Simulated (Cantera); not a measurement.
**CH4 + H2 + N2 (carbon deposition, reforming and gasification)**

Charge: 1 mol CH4, 2.7 mol H2, 9.7 mol N2, equilibrated at 1623.15 K and 150000 Pa.

Cantera equilibrium calculation (NASA polynomials, part measured and part estimated; ideal gas, pure solids and liquids). Candidate condensed phases: C, C6H6, C7H8, C8H18; 92 gas species. The numbers say what is thermodynamically allowed, not how fast it happens.

```json
{
  "x(N2)": "0.673",
  "x(H2)": "0.325",
  "x(HCN)": "0.00110",
  "x(CH4)": "0.000235",
  "x(H)": "3.22e-5",
  "x(HNC)": "2.69e-5",
  "x(C2H2 (acetylene))": "1.14e-5",
  "x(NH3)": "1.00e-5",
  "n(C(graphite))": "0.980 mol",
  "gas_amount": "14.40 mol"
}
```
